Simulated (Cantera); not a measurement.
Feed: 1 mol MgO, 5.1 mol Cl2, held at 1000 K and 10000 Pa.

These are equilibrium values from Cantera (NASA tables, ideal gas, pure condensed phases), not measurements of a reactor. Candidate condensed phases: Mg, MgCl2, MgO; 11 gas species. Equilibrium is a limit: real reactors are often held back by kinetics, nucleation or transport.

Base state: Cl2 0.989, O2 0.00819, MgCl2 0.00190, Cl 0.00122 (mole fractions); condensed: MgCl2(l) + MgO(s).

Question: What changes in the equilibrium state with this change: temperature from 1000 K to 1748 K?

Answer: 
```csv
species,before,after
Cl,0.00122,0.453
Cl2,0.989,0.340
MgCl2,0.00190,0.138
O2,0.00819,0.0687
O,<1e-9,6.08e-5
ClO,2.17e-6,0.000701
"MgCl2(l), mol",0.0734,0
"MgO(s), mol",0.917,0
```
